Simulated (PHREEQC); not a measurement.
**Nickel, zinc or cadmium bath: an equilibrium model**

Solution (47 °C): 0.013 mol CdSO4, 0.0012 mol H3BO3 and 0.002 mol HCl per kg of water. Closed to the air; pH follows from the charge balance.

All values are PHREEQC results (ion-association model, wateq4f.dat), not measurements.

No solid was allowed to form.

Task: What pH, ionic strength does the model give?

Result: pH 2.97; ionic strength 0.0322 mol/kgw.

Task: In which forms is Cd present?

Result: Cd+2 59 %, CdSO4 34 %, CdCl+ 4.3 %, Cd(SO4)2-2 2.4 % of the Cd.

At this temperature some constants are extrapolated from 25 °C, and those without enthalpy data are left unchanged.
